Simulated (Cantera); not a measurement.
Source: NASA polynomial tables (part measured, part estimated), evaluated in Cantera. Values are per mole of reaction as written; species without (g) are pure solids or liquids, kept so even where they would boil at 1 bar.

### Question
Between 300 and 2798 K, where is each reaction favourable under standard conditions?
- 2 H(g) + Na₂S → H₂S(g) + 2 Na(g)

### Answer
- 2 H(g) + Na₂S → H₂S(g) + 2 Na(g): ΔG° is 68 kJ at 300 K and -182 kJ at 2798 K; it changes sign between 300 and 1898 K. ΔH° is -20 kJ and ΔS° 58 J/K at 2798 K.
